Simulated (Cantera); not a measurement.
A Cantera script and what it prints.

```python
import numpy as np
import cantera as ct

gas_names = [...]  # 131 gases of nasa_gas.yaml made of C, H, O
cond_names = """
    C(gr) C6H6(L) C7H8(L) C8H18(L),n-octa H2O(s) H2O(L)
""".split()


# ... load() reads the species with a 1 bar reference pressure and builds the phases ...
atoms = {
    'n-butane': {'C': 4, 'H': 10},
    'H2O': {'H': 2, 'O': 1},
}
top_T = {'C(gr)': 4500}  # K; cautious upper limits of use, not melting points


# ... equilibrate(T, P, feed) seeds the gas with the atoms and calls Mixture.equilibrate('TP', solver="vcs", rtol=1e-11, max_steps=5000) ...
results = []
feed = {'n-butane': 1, 'H2O': 2.2}  # mol
P = 1333.22  # Pa
for T in [3000, 3250, 3500, 3750, 4000, 4250, 4500, 4750, 5000]:
    mix = equilibrate(T, P, feed)
    results.append((T, P, feed, dict(zip(mix.species_names, mix.species_moles))))

top = {s: max(r[3][s] / sum(r[3][g] for g in gas_names) for r in results) for s in gas_names}
cols = sorted((s for s in top if top[s] > 0.0001), key=lambda s: -top[s])[:6]
seen = [c for c in cond_names if any(r[3].get(c, 0) > 1e-12 for r in results)]
print("log10 of partial pressures in bar; condensed amounts in mol")
print(f"{'T/K':>10s}" + "".join(f"{s[:9]:>10s}" for s in cols + seen))
for T, P, feed, n in results:
    ng = sum(n[g] for g in gas_names)
    print(f"{T:10.4g}" + "".join(f"{np.log10(max(n[s] / ng * P / 1e5, 1e-99)):10.3f}" for s in cols)
          + "".join(f"{n.get(c, 0):10.4g}" for c in seen))
```

Result:

```
log10 of partial pressures in bar; condensed amounts in mol
       T/K         H        H2        CO         C        C3 C2H2,acet     C(gr)
      3000    -2.096    -2.588    -2.682    -4.295    -3.506    -3.795     0.111
      3250    -2.005    -3.023    -2.741    -3.695    -3.498    -4.643         0
      3500    -1.981    -3.505    -2.770    -3.260    -3.733    -5.638         0
      3750    -1.981    -3.964    -2.787    -3.004    -4.300    -6.783         0
      4000    -1.982    -4.369    -2.794    -2.916    -5.205    -8.058         0
      4250    -1.982    -4.725    -2.797    -2.894    -6.171    -9.292         0
      4500    -1.982    -5.042    -2.799    -2.886    -7.065   -10.412         0
      4750    -1.983    -5.327    -2.807    -2.877    -7.859   -11.411         0
      5000    -1.985    -5.587    -2.832    -2.854    -8.528   -12.283         0
```

Method: chemical equilibrium by Gibbs-energy minimisation in Cantera with the NASA 1993 tables (ideal gas, pure condensed phases).
